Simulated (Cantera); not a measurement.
Charge: 1 mol MgO, 0.64 mol C, 7.8 mol H₂, held at 72000 Pa.

These are equilibrium values from Cantera (NASA tables, ideal gas, pure condensed phases), not measurements of a reactor. Candidate condensed phases: C, C₆H₆, C₇H₈, C₈H₁₈, H₂O, Mg, MgCO₃, MgO, Mg(OH)₂; 116 gas species. The tables' values for MgH are old estimates; treat these amounts as uncertain. Rates play no part.

x: gas mole fraction; n: condensed amount in mol.

| T (K) | x H₂ | x CO | x Mg | x H | x CH₄ | x H₂O | x MgH | n C(graphite) | n MgO(s) |
|---|---|---|---|---|---|---|---|---|---|
| 1498 | 0.996 | 0.00103 | 0.00102 | 2.02e-5 | 0.00185 | 1.29e-6 | 8.94e-6 | 0.617 | 0.992 |
| 1548 | 0.994 | 0.00230 | 0.00228 | 3.62e-5 | 0.00146 | 2.02e-6 | 2.10e-5 | 0.610 | 0.982 |
| 1598 | 0.989 | 0.00488 | 0.00483 | 6.24e-5 | 0.00116 | 3.07e-6 | 4.66e-5 | 0.592 | 0.962 |
| 1648 | 0.979 | 0.00986 | 0.00977 | 0.000104 | 0.000925 | 4.53e-6 | 9.81e-5 | 0.554 | 0.922 |
| 1698 | 0.961 | 0.0191 | 0.0189 | 0.000167 | 0.000734 | 6.45e-6 | 0.000196 | 0.478 | 0.845 |
| 1748 | 0.928 | 0.0356 | 0.0352 | 0.000259 | 0.000570 | 8.84e-6 | 0.000375 | 0.335 | 0.701 |
| 1798 | 0.871 | 0.0640 | 0.0633 | 0.000387 | 0.000423 | 1.16e-5 | 0.000679 | 0.0614 | 0.428 |
| 1848 | 0.859 | 0.0703 | 0.0696 | 0.000579 | 0.000139 | 2.47e-5 | 0.000768 | 0 | 0.362 |
| 1898 | 0.858 | 0.0704 | 0.0697 | [?] | [?] | [?] | 0.000796 | 0 | 0.360 |
| 1948 | 0.858 | 0.0704 | 0.0697 | 0.00123 | 1.35e-5 | 0.000121 | 0.000824 | 0 | 0.359 |
| 1998 | 0.857 | 0.0704 | 0.0698 | [?] | [?] | [?] | 0.000851 | 0 | 0.358 |
| 2048 | 0.856 | 0.0704 | 0.0700 | 0.00244 | 1.65e-6 | 0.000504 | 0.000879 | 0 | 0.355 |
| 2098 | 0.854 | 0.0703 | 0.0704 | 0.00335 | 6.26e-7 | 0.000971 | 0.000908 | 0 | 0.351 |

Question: Some entries are withheld; supply them.

Answer: 
- 1898, x H: 0.000853
- 1898, x CH₄: 4.21e-5
- 1898, x H₂O: 5.58e-5
- 1998, x H: 0.00175
- 1998, x CH₄: 4.60e-6
- 1998, x H₂O: 0.000252
